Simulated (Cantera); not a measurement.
A closed system holds: 1 mol SiHCl3, 4.5 mol N2, 0.14 mol H2, equilibrated at 950 K and 0.170 bar.

These are equilibrium values from Cantera (NASA tables, ideal gas, pure condensed phases), not measurements of a reactor. N2 is the only nitrogen source here; it is nearly inert below about 1500 K, so the nitride shown seldom forms there in practice. The tables' values for SiCl3 are old estimates; treat these amounts as uncertain. Equilibrium is a limit: real reactors are often held back by kinetics, nucleation or transport.

```tsv
species	before	after
H2	0.0364	0.619
N2	0.723	0.216
HCl	0.148	0.164
SiCl4	0.0924	0.00108
NH3	8.28e-7	3.17e-5
SiCl3	1.17e-5	5.09e-7
SiHCl3	0.000104	1.87e-5
Si3N4(s), mol	0.155	0.327
```
Gas species are given as mole fractions.

### Question
Name the change that produced these shifts.
(A) H2 from 0.14 to 12 mol
(B) temperature from 950 K to 1425 K
(C) temperature from 950 K to 1823 K
(D) temperature from 950 K to 2098.15 K

### Answer
A, H2 from 0.14 to 12 mol
